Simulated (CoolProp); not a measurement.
m-xylene along the isotherm 325.15 °C: fugacity coefficient from the reference equation and from simpler models built on Tc = 343.7 °C, pc = 3535 kPa, ω = 0.326; each cubic takes its own stable root.

The numbers come from the reference Helmholtz-energy equation of state, Zhou 2012 in CoolProp.

```csv
p (kPa),phase,reference
112,gas,0.9873
174,gas,0.9802
271,gas,0.9693
422,gas,0.9523
657,gas,0.9261
1020,gas,0.8859
1590,gas,0.8234
2480,gas,0.7252
3860,liquid,0.5240
6010,liquid,0.3680
9360,liquid,0.2694
14600,liquid,0.2098
22700,liquid,0.1794
35300,liquid,0.1757
```

Q: How far does each simpler model (van der Waals, Redlich-Kwong, Soave-Redlich-Kwong, Peng-Robinson) lie from the reference over these 14 states: mean and median of the absolute difference, and the worst?

A: 
- van der Waals: mean 20.9 %, median 5.5 %, worst +98.7 % at 325.15 °C and 35300 kPa
- Redlich-Kwong: mean 7.1 %, median 2.2 %, worst +26.3 % at 325.15 °C and 35300 kPa
- Soave-Redlich-Kwong: mean 5.4 %, median 1.7 %, worst +21.5 % at 325.15 °C and 35300 kPa
- Peng-Robinson: mean 1.0 %, median 0.5 %, worst +2.9 % at 325.15 °C and 22700 kPa
